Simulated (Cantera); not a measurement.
What does this Cantera script print?

```python
import numpy as np
import cantera as ct

gas_names = [...]  # 109 gases of nasa_gas.yaml made of C, Cl, H, Si
cond_names = """
    C(gr) C6H6(L) C7H8(L) C8H18(L),n-octa Si(cr) Si(L) SiC(b)
""".split()


# ... load() reads the species with a 1 bar reference pressure and builds the phases ...
atoms = {
    '(CH3)2SiCl2': {'C': 2, 'H': 6, 'Si': 1, 'CL': 2},
    'C3H8': {'C': 3, 'H': 8},
    'H2': {'H': 2},
}
top_T = {'C(gr)': 4500, 'SiC(b)': 3050}  # K; cautious upper limits of use, not melting points


# ... equilibrate(T, P, feed) seeds the gas with the atoms and calls Mixture.equilibrate('TP', solver="vcs", rtol=1e-11, max_steps=5000) ...
results = []
T = 998.15  # K
P = 4500  # Pa
for m in [190, 270, 350, 430, 500, 580, 660, 740, 820, 900, 980, 1100]:
    feed = {'(CH3)2SiCl2': 1, 'C3H8': 0.053, 'H2': m}  # mol
    mix = equilibrate(T, P, feed)
    results.append((T, P, feed, dict(zip(mix.species_names, mix.species_moles))))

top = {s: max(r[3][s] / sum(r[3][g] for g in gas_names) for r in results) for s in gas_names}
cols = sorted((s for s in top if top[s] > 1e-06), key=lambda s: -top[s])[:5]
seen = [c for c in cond_names if any(r[3].get(c, 0) > 1e-12 for r in results)]
print("log10 of partial pressures in bar; condensed amounts in mol")
print(f"{'n(H2)':>10s}" + "".join(f"{s[:9]:>10s}" for s in cols + seen))
for T, P, feed, n in results:
    ng = sum(n[g] for g in gas_names)
    print(f"{feed['H2']:10.4g}" + "".join(f"{np.log10(max(n[s] / ng * P / 1e5, 1e-99)):10.3f}" for s in cols)
          + "".join(f"{n.get(c, 0):10.4g}" for c in seen))
```

It prints:

```
log10 of partial pressures in bar; condensed amounts in mol
     n(H2)        H2       HCL       CH4     SiCL4     C(gr)    SiC(b)
       190    -1.353    -3.332    -3.718    -7.343    0.3363    0.9996
       270    -1.352    -3.482    -3.719    -7.941         0    0.9998
       350    -1.351    -3.594    -3.831    -8.275         0    0.9999
       430    -1.350    -3.682    -3.919    -8.541         0    0.9999
       500    -1.350    -3.747    -3.984    -8.737         0    0.9999
       580    -1.349    -3.812    -4.048    -8.929         0    0.9999
       660    -1.349    -3.867    -4.104    -9.096         0    0.9999
       740    -1.349    -3.917    -4.154    -9.245         0    0.9999
       820    -1.348    -3.961    -4.198    -9.378         0         1
       900    -1.348    -4.001    -4.238    -9.499         0         1
       980    -1.348    -4.038    -4.275    -9.609         0         1
      1100    -1.348    -4.088    -4.325    -9.759         0         1
```

These are equilibrium values from Cantera (NASA tables, ideal gas, pure condensed phases), not measurements of a reactor. The feed counts by its element totals alone.
